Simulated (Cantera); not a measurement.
An isothermal plug-flow reactor at 748 K and 160000 Pa (inlet), inlet velocity 0.05 m/s, active area per volume 580 1/m; feed 0.525 % H2, 9.35 % O2, 90.1 % N2.

Cantera simulation using Deutschmann's 1995 Pt surface mechanism with GRI-Mech 3.0 gas chemistry; the numbers are that mechanism's predictions, not measurements. Catalytic surfaces can have several steady states; this one follows from the mechanism file's or the stated starting coverage. Mass transfer to the wall is taken as infinitely fast.

One state of this run: x H2 = 5.48e-6; x O2 = 0.0912; x H2O = 0.00526; θ free Pt = 0.0147; θ O* = 0.984; θ OH* = 0.00158. x: gas mole fraction; θ: surface coverage.

**Question.** Which value of z (m) does it belong to?
A. 0.00092
B. 6.7e-05
C. 0.00013
D. 0.00025

**Answer.** A, 0.00092
